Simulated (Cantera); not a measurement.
## Carbothermic reduction: CuO + CO + N₂

Feed: 1 mol CuO, 3.2 mol CO, 1.1 mol N₂, at 1.33 mbar.

Method: chemical equilibrium by Gibbs-energy minimisation in Cantera with the NASA 1993 tables (ideal gas, pure condensed phases). Candidate condensed phases: C, Cu, CuO, Cu₂O; 27 gas species. The numbers say what is thermodynamically allowed, not how fast it happens.

```tsv
T (°C)	x CO	x N₂	x CO₂	x Cu	n Cu(l)
1125	0.511	0.256	0.232	0.000973	0.996
1175	0.510	0.255	0.232	0.00249	0.989
1225	0.509	0.254	0.231	0.00596	0.974
1275	0.505	0.252	0.229	0.0135	0.941
1325	0.497	0.248	0.226	0.0290	0.872
1375	0.481	0.241	0.219	0.0592	0.729
1425	0.452	0.226	0.206	0.116	0.434
1475	0.415	0.208	0.189	0.188	0
1525	0.415	0.208	0.189	0.188	0
1575	0.415	0.208	0.189	0.188	0
```
x: gas mole fraction; n: condensed amount in mol.

From 1125 °C to 1425 °C the condensed part is Cu(l). From 1475 °C to 1575 °C nothing is condensed. The main Cu-bearing gas is Cu throughout.
